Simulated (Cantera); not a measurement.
Charge: 1 mol B, 0.55 mol O2, 9.1 mol N2, held at 800 °C and 0.100 bar.

These are equilibrium values from Cantera (NASA tables, ideal gas, pure condensed phases), not measurements of a reactor. Candidate condensed phases: B, BN, B2O3; 17 gas species. N2 is the only nitrogen source here; it is nearly inert below about 1500 K, so the nitride shown seldom forms there in practice. Mutual solubility and eutectic melting of coexisting phases are not modelled. Equilibrium is a limit: real reactors are often held back by kinetics, nucleation or transport.

Task: What is the equilibrium state?

Result: 
* **x(N2)**: 1.00
* **n(BN(s))**: 0.267 mol
* **n(B2O3(l))**: 0.367 mol
* **gas amount**: 8.967 mol
* **log10 activity of B(s) (absent)**: -7.10
